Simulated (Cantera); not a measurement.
# S + O2 (abatement and gas-phase synthesis)

A closed system holds: 1 mol S, 0.062 mol O2, held at 1748.15 K and 278 Torr.

Cantera equilibrium calculation (NASA polynomials, part measured and part estimated; ideal gas, pure solids and liquids). Candidate condensed phases: S; 10 gas species. The numbers say what is thermodynamically allowed, not how fast it happens.

x(S2): 0.870
x(SO2): 0.104
x(SO): 0.0137
x(S2O): 0.0108
x(S): 0.000740
gas amount: 0.5316 mol
log10 activity of S(l) (absent): -1.67
